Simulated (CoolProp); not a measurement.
Computed with CoolProp (reference Helmholtz-energy equation of state, Lemmon 2003). It is a pseudo-pure fit of the blend.

For R407C, give the phase and the cv (kJ/(kg K)), Prandtl number at -41.55 °C and 0.302 MPa; -30.75 °C and 0.302 MPa; 17.55 °C and 0.302 MPa.


- -41.55 °C and 0.302 MPa: liquid; cv 0.841, Prandtl number 4.04
- -30.75 °C and 0.302 MPa: liquid; cv 0.850, Prandtl number 3.74
- 17.55 °C and 0.302 MPa: gas; cv 0.743, Prandtl number 0.809

Viscosity comes from a separate model (Geller 2000). Thermal conductivity comes from a separate model (Geller 2001).
